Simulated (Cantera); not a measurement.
An adiabatic, constant-volume homogeneous reactor starts with 7.01 % CO, 0.358 % H2, 3.86 % CH4, 18.7 % O2, 70.1 % N2, at 1223 K and 9.87 atm.

Cantera simulation using GRI-Mech 3.0 (53 species, 325 reactions); the numbers are that mechanism's predictions, not measurements.

Q: Predict: time of steepest temperature rise; temperature at 0.300 s; equilibrium temperature; x(CO) at 0.300 s; x(H2) at 0.300 s; x(HO2) at 0.300 s; x(H) at 0.300 s.

A: 
```
Quantity                                                               Value
---------------------------------  -----------------------------------------
time of steepest temperature rise                                    1.35 ms
temperature at 0.300 s                                                2712 K
equilibrium temperature                                               2712 K
x(CO) at 0.300 s                     0.00889 (gas-phase equilibrium 0.00889)
x(H2) at 0.300 s                   0.000994 (gas-phase equilibrium 0.000994)
x(HO2) at 0.300 s                    1.93e-5 (gas-phase equilibrium 1.93e-5)
x(H) at 0.300 s                    0.000407 (gas-phase equilibrium 0.000407)
```
